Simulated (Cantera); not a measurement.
Charge: 1 mol HBr, 0.65 mol O₂, 0.43 mol N₂, held at 3273.15 K and 140 bar.

Method: chemical equilibrium by Gibbs-energy minimisation in Cantera with the NASA 1993 tables (ideal gas, pure condensed phases). The ideal-gas law is rough above about 30 bar. The numbers say what is thermodynamically allowed, not how fast it happens.

```
species    before     after
-------  --------  --------
H₂O         0.144     0.256
Br₂        0.0193     0.249
N₂          0.176     0.231
Br          0.288    0.0142
OH         0.0306   4.50e-5
NO         0.0285  0.000762
HBr         0.117    0.0271
O₂          0.182     0.222
H         0.00157     <1e-9
O         0.00963   2.20e-7
H₂        0.00297   1.18e-7
HO₂      0.000248   1.31e-6
H₂O₂      1.87e-5   3.52e-7
HNO₂      1.19e-5   2.43e-6
```
Gas species are given as mole fractions.

Problem. Name the change that produced these shifts.
A) pressure from 140 bar to 1 atm
B) temperature from 3273.15 K to 1948 K
C) pressure from 140 bar to 0.640 bar
D) temperature from 3273.15 K to 1523.15 K

Solution. D, temperature from 3273.15 K to 1523.15 K
